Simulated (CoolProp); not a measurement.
Vapour-liquid equilibrium of carbon dioxide (1) + hydrogen sulfide (2) at 275.8 K; x and y are mole fractions of (1).

The numbers come from the multi-fluid Helmholtz-energy mixture model, Span 1996 and Lemmon 2006; pair parameters Kunz 2012 in CoolProp.

### Question
Give the bubble pressure and the first vapour's composition at x = 0.55, 0.65, 0.85. Is there an azeotrope?

### Answer
x = 0.55: 2998 kPa, y = 0.733; x = 0.65: 3187 kPa, y = 0.781; x = 0.85: 3531 kPa, y = 0.891. No azeotrope shows between x = 0.05 and 0.95.

Pair parameters are fitted to limited data, so mixtures are less certain than the pure fluids.
